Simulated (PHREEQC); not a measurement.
Make-up at 20 °C: 0.026 mol NaHSO4 and 0.25 mol KOH per kg of water. Closed to the air; pH follows from the charge balance.

All values are PHREEQC results (Pitzer model, pitzer.dat), not measurements.

Each row changes one thing in this solution. No solid was allowed to form.

```
case                                         pH  ionic strength (mol/kgw)  SI of Mirabilite (Na2SO4:10H2O)  SI of Thenardite (Na2SO4)
----------------------------------------  -----  ------------------------  -------------------------------  -------------------------
as made                                   13.39                     0.302                            -4.41                      -5.56
temperature from 20 to 75 °C              11.89                     0.302                            -6.08                      -5.34
NaHSO4 from 0.026 to 0.039 mol/kgw        13.36                     0.328                            -3.90                      -5.05
KOH left out                               1.88                    0.0596                                ?                          ?
KOH from 0.25 to 0.125 mol/kgw            13.04                         ?                            -4.20                      -5.37
NaHSO4 from 0.026 to 0.0052 mol/kgw       13.44                     0.260                            -6.46                      -7.62
KOH replaced by KCl at the same molality   1.83                     0.316                            -4.53                      -5.68
diluted 2-fold with water                 13.11                     0.151                            -5.06                      -6.23
```

### Question
Fill in the missing entries.

### Answer

- KOH left out, SI of Mirabilite (Na2SO4:10H2O): -4.07
- KOH left out, SI of Thenardite (Na2SO4): -5.25
- KOH from 0.25 to 0.125 mol/kgw, ionic strength (mol/kgw): 0.177

Constants without temperature data keep their 25 °C values here.
